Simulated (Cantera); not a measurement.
Charge: 1 mol SiC, 0.25 mol O2, 36 mol H2, at 1123 K and 0.100 bar.

Equilibrium computed with Cantera from the NASA thermochemical tables; the gas is ideal and each condensed phase is pure. Candidate condensed phases: C, C6H6, C7H8, C8H18, H2O, Si, SiC, SiO2; 123 gas species. Mutual solubility and eutectic melting of coexisting phases are not modelled. Rates play no part.

Base state: H2 0.997, CH4 0.00292, CO 6.81e-5 (mole fractions); condensed: C(graphite) + SiC(s) + SiO2(β-quartz).

Problem. What changes in the equilibrium state with this change: temperature from 1123 K to 975 K?

Solution. 
```csv
species,before,after
H2,0.997,0.993
CH4,0.00292,0.00699
CO,6.81e-5,2.07e-7
"C(graphite), mol",0.142,0
"SiC(s), mol",0.751,0.750
"SiO2(β-quartz), mol",0.249,0.250
```

Problem. What changes in the equilibrium state with this change: temperature from 1123 K to 925 K?

Solution. 
```
species               before    after
-------------------  -------  -------
H2                     0.997    0.993
CH4                  0.00292  0.00699
CO                   6.81e-5  1.12e-8
C(graphite), mol       0.142        0
SiC(s), mol            0.751    0.750
SiO2(β-quartz), mol    0.249    0.250
```
